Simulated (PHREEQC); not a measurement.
PHREEQC input (ion-association model, wateq4f.dat):

```
SOLUTION_MASTER_SPECIES
  An  An-  0  An  62.0  # stands for a non-complexing anion
SOLUTION_SPECIES
  An- = An-
    -log_k 0
    -gamma 3.0 0
  PO4-3 + 3H+ = H3PO4  # constants of phreeqc.dat
    -log_k 21.721
    -delta_h -10.1 kJ
PHASES
  Fix_H+
    H+ = H+
    -log_k 0
SOLUTION 1
  temp 25
  units mmol/kgw
  pH 7 charge
  P 0.0038
  Na 10.0106
  Se(4) 0.0034
  An 10
END
SELECTED_OUTPUT 1
  -reset false
  -pH true
  -pe true
  -ionic_strength true
  -water true
  -totals Na P Se Se(-2) Se(4) Se(6)
  -molalities Hfo_wOH Hfo_wOH2+ Hfo_wO- Hfo_sOH Hfo_sOH2+ Hfo_sO- Hfo_wSeO3- Hfo_wOHSeO3-2 Hfo_wH2PO4 Hfo_wHPO4-
    Hfo_wPO4-2
USER_PUNCH 1
  -headings sigma psi
  10 PUNCH EDL("sigma", "Hfo"), EDL("psi", "Hfo")
PRINT
  -reset false
USE solution 1
SURFACE 1
  Hfo_wOH 6.06742e-05 600 0.027
  Hfo_sOH 1.51685e-06
EQUILIBRIUM_PHASES 1
  Fix_H+ -4 HAn 10
    -force_equality true
END
# ... the last block is repeated for the other 12 points of pH, with NaOH or the acid as the point needs
```

Selected output (columns that matter, 12 of 13 rows; pH added in front):

```
pH	mu	Na	P	Se	m_Hfo_wOH	m_Hfo_wOH2+	m_Hfo_wO-	m_Hfo_sOH	m_Hfo_sOH2+	m_Hfo_sO-	m_Hfo_wSeO3-	m_Hfo_wOHSeO3-2	sigma	psi
4	0.010135	0.010011	3.3152e-10	1.3761e-08	1.6595e-05	3.6722e-05	1.718e-07	4.7061e-07	1.0414e-06	4.8721e-09	2.6747e-06	7.1152e-07	0.1751	0.17422
4.67	0.010044	0.010011	4.6498e-10	1.7196e-08	2.5013e-05	2.7966e-05	5.1251e-07	7.0929e-07	7.9303e-07	1.4533e-08	2.2161e-06	1.1667e-06	0.11321	0.15212
5.33	0.010021	0.010011	9.5293e-10	3.2665e-08	3.0877e-05	2.1621e-05	1.0102e-06	8.753e-07	6.1292e-07	2.8636e-08	1.8294e-06	1.5379e-06	0.066502	0.1251
6	0.010015	0.010011	2.7361e-09	8.4023e-08	3.4448e-05	1.7565e-05	1.5477e-06	9.7558e-07	4.9744e-07	4.3831e-08	1.5391e-06	1.7768e-06	0.035352	0.093615
6.67	0.010012	0.010011	1.1384e-08	2.5628e-07	3.6596e-05	1.5116e-05	2.0297e-06	1.0329e-06	4.2665e-07	5.7287e-08	1.2963e-06	1.8474e-06	0.016799	0.059392
7.33	0.010011	0.010011	7.4929e-08	7.5328e-07	3.8465e-05	1.3286e-05	2.5511e-06	1.0745e-06	3.7113e-07	7.1261e-08	9.7876e-07	1.668e-06	0.005925	0.024944
8.67	0.01002	0.010016	2.433e-06	2.786e-06	4.4959e-05	7.7883e-06	5.9456e-06	1.1619e-06	2.0128e-07	1.5366e-07	1.3961e-07	4.7441e-07	-0.0090892	-0.036595
9.33	0.010046	0.010041	3.618e-06	3.3116e-06	4.6152e-05	5.7178e-06	8.5339e-06	1.159e-06	1.4359e-07	2.143e-07	1.5379e-08	7.3068e-08	-0.020074	-0.067026
10	0.010136	0.010132	3.7863e-06	3.3928e-06	4.541e-05	4.3279e-06	1.0915e-05	1.1356e-06	1.0823e-07	2.7297e-07	9.9632e-10	6.1536e-09	-0.040444	-0.099922
10.67	0.010549	0.010548	3.7988e-06	3.3994e-06	4.283e-05	2.7921e-06	1.5051e-05	1.0708e-06	6.9804e-08	3.7628e-07	6.3593e-11	5.7421e-10	-0.074862	-0.1298
11.33	0.012437	0.01244	3.7999e-06	3.3999e-06	3.6541e-05	1.3421e-06	2.2791e-05	9.1352e-07	3.3553e-08	5.6978e-07	4.4863e-12	7.1894e-11	-0.13095	-0.1541
12	0.021642	0.021651	3.8e-06	3.4e-06	2.2611e-05	3.1025e-07	3.7752e-05	5.6529e-07	7.7562e-09	9.4381e-07	3.0218e-13	1.2959e-11	-0.2286	-0.16844
```

The database's selenite sorption wasn't checked against measurements; a fall in acid may be a fault of its surface constants. H3PO4, which wateq4f.dat lacks, is added to it with the constant of phreeqc.dat.
